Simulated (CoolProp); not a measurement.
Vapour-liquid equilibrium of hydrogen sulfide (1) + toluene (2) at 270 kPa; x and y are mole fractions of (1).

The numbers come from the multi-fluid Helmholtz-energy mixture model, Lemmon 2006 and Lemmon 2006; pair parameters Bell 2016 in CoolProp.

Give the bubble temperature and the first vapour's composition at x = 0.45, 0.55, 0.75. Is there an azeotrope?

x = 0.45: 259.4 K, y = 0.999; x = 0.55: 253.0 K, y = 1.000; x = 0.75: 242.9 K, y = 1.000. No azeotrope shows between x = 0.05 and 0.95.

The pair parameters rest on a limited set of measurements; away from them the model extrapolates.
